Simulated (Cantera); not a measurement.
Cantera with NASA thermochemical tables; ideal gases at 1 bar, condensed phases pure. Values are per mole of reaction as written; species without (g) are pure solids or liquids, kept so even where they would boil at 1 bar.

Question: Between 375 and 550 K, where is each reaction favourable under standard conditions?
- 4 Na + S₂(g) = 2 Na₂S
- 2 H₂(g) + S₂(g) = 2 H₂S(g)
- 2 Ni + S₂(g) = 2 NiS

Answer: 
- 4 Na + S₂(g) = 2 Na₂S: ΔG° is -770 kJ at 375 K and -724 kJ at 550 K; it stays negative (K > 1). ΔH° is -868 kJ and ΔS° -261 J/K at 550 K.
- 2 H₂(g) + S₂(g) = 2 H₂S(g): ΔG° is -140 kJ at 375 K and -125 kJ at 550 K; it stays negative (K > 1). ΔH° is -175 kJ and ΔS° -91 J/K at 550 K.
- 2 Ni + S₂(g) = 2 NiS: ΔG° is -236 kJ at 375 K and -205 kJ at 550 K; it stays negative (K > 1). ΔH° is -302 kJ and ΔS° -176 J/K at 550 K.
